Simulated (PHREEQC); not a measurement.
Make-up at 25 °C: 170 mmol/kgw CdCl2 and 0.69 mmol/kgw HBr. Closed to the air; pH follows from the charge balance.

All values are PHREEQC results (ion-association model, phreeqc.dat), not measurements.

Each row changes one thing in this solution. Precipitation was switched off in this run.

```json
[
 {"case": "as made", "pH": "3.26", "ionic strength (mol/kgw)": "0.180", "Cl- (mol/kgw)": "0.152", "CdCl+ (mol/kgw)": "0.107", "CdCl2 (mol/kgw)": "0.0353", "Cd+2 (mol/kgw)": "0.0240", "SI of Cd(OH)2 (Cd(OH)2)": "-9.26"},
 {"case": "diluted 100-fold with water", "pH": "5.19", "ionic strength (mol/kgw)": "0.00448", "Cl- (mol/kgw)": "0.00309", "CdCl+ (mol/kgw)": "0.000307", "CdCl2 (mol/kgw)": "3.41e-6", "Cd+2 (mol/kgw)": "0.00139", "SI of Cd(OH)2 (Cd(OH)2)": "-6.26"},
 {"case": "HBr from 0.00069 to 0.000621 mol/kgw", "pH": "3.30", "ionic strength (mol/kgw)": "0.180", "Cl- (mol/kgw)": "0.152", "CdCl+ (mol/kgw)": "0.107", "CdCl2 (mol/kgw)": "0.0353", "Cd+2 (mol/kgw)": "0.0240", "SI of Cd(OH)2 (Cd(OH)2)": "-9.17"},
 {"case": "CdCl2 from 0.17 to 0.34 mol/kgw", "pH": "3.27", "ionic strength (mol/kgw)": "0.292", "Cl- (mol/kgw)": "0.246", "CdCl+ (mol/kgw)": "0.198", "CdCl2 (mol/kgw)": "0.0958", "Cd+2 (mol/kgw)": "0.0310", "SI of Cd(OH)2 (Cd(OH)2)": "-9.17"},
 {"case": "HBr from 0.00069 to 0.00103 mol/kgw", "pH": "3.08", "ionic strength (mol/kgw)": "0.180", "Cl- (mol/kgw)": "0.152", "CdCl+ (mol/kgw)": "0.107", "CdCl2 (mol/kgw)": "0.0353", "Cd+2 (mol/kgw)": "0.0240", "SI of Cd(OH)2 (Cd(OH)2)": "-9.61"}
]
```
